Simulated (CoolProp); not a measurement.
Saturation properties of cyclopentane (Tc = 511.7 K, pc = 4.583 MPa, ω = 0.202).

The numbers come from the reference Helmholtz-energy equation of state, Gedanitz 2015 in CoolProp.

```tsv
T (K)	p (MPa)	liquid density (kg/m³)	enthalpy of vaporisation (kJ/kg)	liquid cp (kJ/(kg K))	vapour Z	liquid conductivity (mW/(m K))
302.1	0.04935	736.5	403.9	1.830	0.9792	125
314.5	0.07757	724.0	395.1	1.893	0.9711	121
326.9	0.1172	711.1	386.0	1.958	0.9610	116
339.3	0.1711	697.9	376.4	2.026	0.9488	112
351.7	0.2424	684.3	366.3	2.096	0.9344	107
364.1	0.3344	670.1	355.6	2.168	0.9177	103
376.5	0.4507	655.4	344.2	2.242	0.8985	98.9
388.9	0.5950	640.1	332.1	2.319	0.8767	94.9
401.3	0.7711	624.1	319.1	2.400	0.8520	91.0
413.7	0.9832	607.2	305.0	2.487	0.8244	87.2
```

It boils at 322.4 K under 1 atm.

Thermal conductivity comes from a separate model (Vassiliou 2015).
